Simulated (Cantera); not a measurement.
An adiabatic, constant-volume homogeneous reactor starts with C3H8 : O2 : N2 : H2O = 1 : 6.1 : 51.8 : 3.6 (molar parts), equivalence ratio 0.82, at 1450 K and 0.660 bar. Integrator tolerance rtol = 1e-08.

Model: GRI-Mech 3.0 (53 species, 325 reactions), integrated in Cantera. GRI-Mech 3.0 was tuned for natural gas; its chemistry of propane as a main component is partial and can be far from experiment.

Q: What does this change do: initial temperature 1450 to 1550 K?

A: 
```json
[
 {"quantity": "time of steepest temperature rise", "before": "0.245 ms", "after": "95.8 µs"},
 {"quantity": "temperature at 0.600 s", "before": "2385 K", "after": "2441 K"},
 {"quantity": "equilibrium temperature", "before": "2385 K", "after": "2441 K"},
 {"quantity": "x(C3H8) at 0.600 s", "before": "<1e-12 (gas-phase equilibrium <1e-12)", "after": "<1e-12 (gas-phase equilibrium <1e-12)"},
 {"quantity": "x(O2) at 0.600 s", "before": "0.0171 (gas-phase equilibrium 0.0171)", "after": "0.0177 (gas-phase equilibrium 0.0177)"},
 {"quantity": "x(H2O) at 0.600 s", "before": "0.113 (gas-phase equilibrium 0.113)", "after": "0.111 (gas-phase equilibrium 0.111)"},
 {"quantity": "x(CH2) at 0.600 s", "before": "<1e-12 (gas-phase equilibrium <1e-12)", "after": "<1e-12 (gas-phase equilibrium <1e-12)"},
 {"quantity": "x(N2O) at 0.600 s", "before": "3.19e-7 (gas-phase equilibrium 3.19e-7)", "after": "3.53e-7 (gas-phase equilibrium 3.53e-7)"},
 {"quantity": "x(CH2O) at 0.600 s", "before": "7.12e-12 (gas-phase equilibrium 7.12e-12)", "after": "1.19e-11 (gas-phase equilibrium 1.19e-11)"}
]
```

Q: What does this change do: initial temperature 1450 to 1475 K?

A: 
```json
[
 {"quantity": "time of steepest temperature rise", "before": "0.245 ms", "after": "0.188 ms"},
 {"quantity": "temperature at 0.600 s", "before": "2385 K", "after": "2400 K"},
 {"quantity": "equilibrium temperature", "before": "2385 K", "after": "2400 K"},
 {"quantity": "x(C3H8) at 0.600 s", "before": "<1e-12 (gas-phase equilibrium <1e-12)", "after": "<1e-12 (gas-phase equilibrium <1e-12)"},
 {"quantity": "x(O2) at 0.600 s", "before": "0.0171 (gas-phase equilibrium 0.0171)", "after": "0.0172 (gas-phase equilibrium 0.0172)"},
 {"quantity": "x(H2O) at 0.600 s", "before": "0.113 (gas-phase equilibrium 0.113)", "after": "0.113 (gas-phase equilibrium 0.113)"},
 {"quantity": "x(CH2) at 0.600 s", "before": "<1e-12 (gas-phase equilibrium <1e-12)", "after": "<1e-12 (gas-phase equilibrium <1e-12)"},
 {"quantity": "x(N2O) at 0.600 s", "before": "3.19e-7 (gas-phase equilibrium 3.19e-7)", "after": "3.28e-7 (gas-phase equilibrium 3.28e-7)"},
 {"quantity": "x(CH2O) at 0.600 s", "before": "7.12e-12 (gas-phase equilibrium 7.12e-12)", "after": "8.16e-12 (gas-phase equilibrium 8.16e-12)"}
]
```
